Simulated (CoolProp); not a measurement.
Model: reference Helmholtz-energy equation of state, Penoncello 2003, in CoolProp.

### Question
For CHF3 (R23), give the phase and the cv (kJ/(kg K)), Joule-Thomson coefficient (K/MPa), expansivity (1/kK), fugacity coefficient at -81.25 °C and 2.26 MPa.

### Answer
- -81.25 °C and 2.26 MPa: liquid; cv 0.715, Joule-Thomson coefficient -0.282, expansivity 2.59, fugacity coefficient 0.0480
